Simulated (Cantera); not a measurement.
Feed: 1 mol PbO, 640 mol H₂, 0.39 mol N₂, equilibrated at 1523.15 K and 15.0 Pa.

Equilibrium computed with Cantera from the NASA thermochemical tables; the gas is ideal and each condensed phase is pure. Candidate condensed phases: H₂O, Pb, PbO, PbO₂, Pb₃O₄; 27 gas species. Rates play no part.

Base state: H₂ 0.994, H 0.00189, Pb 0.00156, H₂O 0.00156, N₂ 0.000607 (mole fractions); condensed: gas only.

### Question
What changes in the equilibrium state with this change: PbO replaced by FeS?

### Answer
```tsv
species	before	after
H₂	0.994	0.995
H	0.00189	0.00189
Fe	0	0.00156
Pb	0.00156	0
H₂O	0.00156	0
H₂S	0	0.000652
SH	0	0.000291
S₂	0	0.000271
```
Further candidate phases: Fe, FeS, FeS₂, S.
